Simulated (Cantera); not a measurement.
Input: 1 mol MgO, 0.88 mol H2S, 5.9 mol O2, at 1275 K and 3.20 bar.

These are equilibrium values from Cantera (NASA tables, ideal gas, pure condensed phases), not measurements of a reactor. Candidate condensed phases: H2O, H2SO4, Mg, MgO, Mg(OH)2, MgS, MgSO4, S; 26 gas species. Mutual solubility and eutectic melting of coexisting phases are not modelled. Kinetics and transport are ignored.

Base state: O2 0.817, H2O 0.173, SO2 0.00828, SO3 0.00195, OH 1.08e-5 (mole fractions); condensed: MgO(s) + MgSO4(s).

### Question
What changes in the equilibrium state with this change: temperature from 1275 K to 948.15 K?

### Answer
```json
[
 {"species": "O2", "before": "0.817", "after": "0.825"},
 {"species": "H2O", "before": "0.173", "after": "0.175"},
 {"species": "SO3", "before": "0.00195", "after": "2.56e-7"},
 {"species": "SO2", "before": "0.00828", "after": "4.58e-8"},
 {"species": "OH", "before": "1.08e-5", "after": "5.50e-8"},
 {"species": "MgO(s), mol", "before": "0.172", "after": "0.120"},
 {"species": "MgSO4(s), mol", "before": "0.828", "after": "0.880"}
]
```

### Question
What changes in the equilibrium state with this change: H2S from 0.88 to 0.61 mol?

### Answer
| species | before | after |
|---|---|---|
| O2 | 0.817 | 0.876 |
| H2O | 0.173 | 0.114 |
| SO2 | 0.00828 | 0.00800 |
| OH | 1.08e-5 | 8.90e-6 |
| SO3 | 0.00195 | 0.00195 |
| MgO(s), mol | 0.172 | 0.443 |
| MgSO4(s), mol | 0.828 | 0.557 |

### Question
What changes in the equilibrium state with this change: pressure from 3.20 bar to 0.0133 bar?

### Answer
```tsv
species	before	after
O2	0.817	0.722
H2O	0.173	0.139
SO2	0.00828	0.137
OH	1.08e-5	3.69e-5
SO3	0.00195	0.00195
MgO(s), mol	0.172	1.00
MgSO4(s), mol	0.828	0
```
